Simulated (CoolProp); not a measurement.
Aqueous potassium carbonate as a coolant, at -4 °C, 1 atm.

Values from CoolProp's Melinder's fits for secondary coolants.

```
mass %  freezing point (°C)  cp (kJ/(kg K))  conductivity (W/(m K))  viscosity (mPa s)  density (kg/m³)
------  -------------------  --------------  ----------------------  -----------------  ---------------
15.6                   -6.2           3.437                   0.544               2.77              [?]
18.3                   -7.7           3.335                   0.541               2.98             1181
21                     -9.5             [?]                   0.539                [?]             1210
23.8                  -11.7           3.131                   0.536               3.61              [?]
26.5                  -14.3             [?]                   0.533               4.05              [?]
29.2                    [?]           2.945                   0.530               4.61             1300
```

### Question
Some entries are withheld; supply them.

### Answer

- 15.6, density (kg/m³): 1153
- 21, cp (kJ/(kg K)): 3.234
- 21, viscosity (mPa s): 3.25
- 23.8, density (kg/m³): 1240
- 26.5, cp (kJ/(kg K)): 3.035
- 26.5, density (kg/m³): 1270
- 29.2, freezing point (°C): -17.5
